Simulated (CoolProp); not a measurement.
Model: reference Helmholtz-energy equation of state, Zhou 2014, in CoolProp.

### Question
For cyclohexane, give the phase and the cp (kJ/(kg K)), cv (kJ/(kg K)), isothermal compressibility (1/MPa), fugacity coefficient at 491.6 K and 2.93 MPa.

### Answer
- 491.6 K and 2.93 MPa: liquid; cp 3.00, cv 2.25, isothermal compressibility 0.0120, fugacity coefficient 0.497
